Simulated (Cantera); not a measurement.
An isothermal, constant-pressure homogeneous reactor starts with CH4 : H2 = 1 : 94 (molar parts), at 1475 K and 18.8 Torr.

Detailed kinetics in Cantera: GRI-Mech 3.0 (53 species, 325 reactions). GRI-Mech 3.0 stops at C3 and has no aromatics, soot or wall deposition, so with more carbon than oxygen in the feed, carbon stays in small species such as C2H2 where larger ones or solid carbon would form. Radical loss at walls, strong at low pressure, is not modelled.

Question: Predict: x(CH4) at 200 s; x(H2) at 200 s; x(C2H2) at 200 s; x(C2H6) at 200 s; x(CH3) at 200 s.

Answer: 
| Item | Value |
|---|---|
| x(CH4) at 200 s | 0.00479 (gas-phase equilibrium 0.00180) |
| x(H2) at 200 s | 0.992 (gas-phase equilibrium 0.994) |
| x(C2H2) at 200 s | 0.00281 (gas-phase equilibrium 0.00428) |
| x(C2H6) at 200 s | 3.39e-8 (gas-phase equilibrium 1.00e-8) |
| x(CH3) at 200 s | 7.78e-6 (gas-phase equilibrium 3.02e-6) |
